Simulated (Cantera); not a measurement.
Charge: 1 mol Al, 12 mol N2O, 11 mol H2, at 11.0 mbar.

Cantera equilibrium calculation (NASA polynomials, part measured and part estimated; ideal gas, pure solids and liquids). Candidate condensed phases: Al, AlN, Al2O3, H2O; 35 gas species. Kinetics and transport are ignored. All values below are at 1575 °C.

Base state: N2 0.521, H2O 0.454, H2 0.0226, OH 0.00112, H 0.000759, O2 0.000255, NO 0.000138, O 2.89e-5 (mole fractions); condensed: Al2O3(s).

### Question
What changes in the equilibrium state with this change: pressure from 11.0 mbar to 4.40 mbar?

### Answer
| species | before | after |
|---|---|---|
| N2 | 0.521 | 0.520 |
| H2O | 0.454 | 0.452 |
| H2 | 0.0226 | 0.0234 |
| OH | 0.00112 | 0.00174 |
| O | 2.89e-5 | 6.93e-5 |
| O2 | 0.000255 | 0.000589 |
| H | 0.000759 | 0.00122 |
| NO | 0.000138 | 0.000210 |
| Al2O3(s), mol | 0.500 | 0.500 |
